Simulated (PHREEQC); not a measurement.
A solution holds 0.14 mol/kgw ZnCl2, 1.6e-05 mol/kgw NaOH and 0.036 mol/kgw FeSO4, at 25 °C. It is in equilibrium with CO2 at log p = -1 (atm). Otherwise closed; pH follows from the charge balance.

All values are PHREEQC results (ion-association model, phreeqc.dat), not measurements.

Precipitation was switched off in this run.

Q: Estimate the pH.

A: pH 4.15.

Q: In which forms is C present?

A: CO2 96 %, ZnHCO3+ 2.7 %, HCO3- 0.9 %, FeHCO3+ 0.7 % of the C.

Complexes and solids missing from the database can't appear.
